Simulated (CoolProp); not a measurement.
Vapour-liquid equilibrium of CH2F2 (R32) (1) + R125 (2) at 309.3 K; x and y are mole fractions of (1).

Values from CoolProp's multi-fluid Helmholtz-energy mixture model, Tillner-Roth 1997 and Lemmon 2005; pair parameters Lemmon 2004.

```csv
x,bubble pressure (MPa),y at the bubble point,dew pressure at overall composition x (MPa),liquid density (mol/L)
0.05,1.864,0.061,1.858,___
0.2,1.964,0.232,___,10.27
0.35,___,0.390,2.032,___
0.5,2.131,0.535,2.114,12.11
0.65,2.192,___,2.183,___
0.8,2.234,0.810,2.231,___
0.95,2.253,0.951,2.253,16.75
```

**Question.** Complete the blanks.

**Answer.** 
- 0.05, liquid density (mol/L): 9.531
- 0.2, dew pressure at overall composition x (MPa): 1.945
- 0.35, bubble pressure (MPa): 2.054
- 0.35, liquid density (mol/L): 11.11
- 0.65, y at the bubble point: 0.673
- 0.65, liquid density (mol/L): 13.31
- 0.8, liquid density (mol/L): 14.82

No azeotrope shows between x = 0.05 and 0.95.

Pair parameters are fitted to limited data, so mixtures are less certain than the pure fluids.
